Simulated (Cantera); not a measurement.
# Reactions in the system B-F-H-N

Source: NASA polynomial tables (part measured, part estimated), evaluated in Cantera. Values are per mole of reaction as written; species without (g) are pure solids or liquids, kept so even where they would boil at 1 bar.

BN + 3 HF(g) = 3 F(g) + NH3(g) + B

```json
[
 {"T (K)": "1950", "ΔH° (kJ)": "1277.8", "ΔS° (J/K)": "156.7", "ΔG° (kJ)": "972.2", "log10 K": "-26.04", "condensed phases": "BN(s), B(s)"},
 {"T (K)": "2050", "ΔH° (kJ)": "1279.1", "ΔS° (J/K)": "157.4", "ΔG° (kJ)": "956.5", "log10 K": "-24.37", "condensed phases": "BN(s), B(s)"},
 {"T (K)": "2150", "ΔH° (kJ)": "1280.4", "ΔS° (J/K)": "158.0", "ΔG° (kJ)": "940.7", "log10 K": "-22.85", "condensed phases": "BN(s), B(s)"},
 {"T (K)": "2250", "ΔH° (kJ)": "1281.8", "ΔS° (J/K)": "158.6", "ΔG° (kJ)": "924.9", "log10 K": "-21.47", "condensed phases": "BN(s), B(s)"},
 {"T (K)": "2350", "ΔH° (kJ)": "1283.1", "ΔS° (J/K)": "159.2", "ΔG° (kJ)": "909.0", "log10 K": "-20.20", "condensed phases": "BN(s), B(s)"},
 {"T (K)": "2450", "ΔH° (kJ)": "1334.8", "ΔS° (J/K)": "181.2", "ΔG° (kJ)": "890.9", "log10 K": "-18.99", "condensed phases": "BN(s), B(l)"},
 {"T (K)": "2550", "ΔH° (kJ)": "1336.4", "ΔS° (J/K)": "181.8", "ΔG° (kJ)": "872.8", "log10 K": "-17.88", "condensed phases": "BN(s), B(l)"},
 {"T (K)": "2650", "ΔH° (kJ)": "1337.9", "ΔS° (J/K)": "182.4", "ΔG° (kJ)": "854.6", "log10 K": "-16.84", "condensed phases": "BN(s), B(l)"},
 {"T (K)": "2750", "ΔH° (kJ)": "1339.4", "ΔS° (J/K)": "182.9", "ΔG° (kJ)": "836.3", "log10 K": "-15.88", "condensed phases": "BN(s), B(l)"},
 {"T (K)": "2850", "ΔH° (kJ)": "1340.9", "ΔS° (J/K)": "183.5", "ΔG° (kJ)": "818.0", "log10 K": "-14.99", "condensed phases": "BN(s), B(l)"}
]
```
